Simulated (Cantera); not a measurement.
Charge: 1 mol HMDSO, a varied amount of H₂O, 4.6 mol N₂, equilibrated at 1725 °C and 0.0473 Torr.

These are equilibrium values from Cantera (NASA tables, ideal gas, pure condensed phases), not measurements of a reactor. Candidate condensed phases: C, C₆H₆, C₇H₈, C₈H₁₈, H₂O, Si, SiC, SiO₂, Si₂N₂O, Si₃N₄; 151 gas species. The feed counts by its element totals alone. Kinetics and transport are ignored.

Problem. Which condensed phases are stable at each of these points (n(H₂O) (mol)): 0.21, 0.35, 0.58, 0.98, 1.6, 2.8, 4.6, 7.7?

Solution. 
| n(H₂O) (mol) | condensed phases | Si condensed (%) |
|---|---|---|
| 0.21 | C(graphite) + SiC(s) | 65.3 |
| 0.35 | C(graphite) + SiC(s) | 64.6 |
| 0.58 | C(graphite) + SiC(s) | 63.5 |
| 0.98 | C(graphite) + SiC(s) | 61.5 |
| 1.6 | C(graphite) + SiC(s) | 58.4 |
| 2.8 | C(graphite) + SiC(s) | 52.5 |
| 4.6 | SiC(s) | 16.3 |
| 7.7 | gas only | 0.0 |

From 0.21 mol H₂O to 2.8 mol H₂O the condensed part is C(graphite) + SiC(s). At 4.6 mol H₂O the condensed part is SiC(s). At 7.7 mol H₂O nothing is condensed.
